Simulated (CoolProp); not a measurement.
Properties of ammonia at several states.

Values from CoolProp's reference Helmholtz-energy equation of state, Gao 2020.

```tsv
T (K)	p (MPa)	phase	isothermal compressibility (1/MPa)	expansivity (1/kK)	Prandtl number
521	0.0415	gas	24.11	1.923	0.826
631.1	0.012	gas	83.34	1.585	0.851
432.4	0.0809	gas	12.39	2.330	0.847
632.8	0.237	gas	4.225	1.590	0.854
540.7	1.7	gas	0.5998	1.992	0.841
```

Viscosity comes from a separate model (Fenghour 1995). Thermal conductivity comes from a separate model (Tufeu 1984).
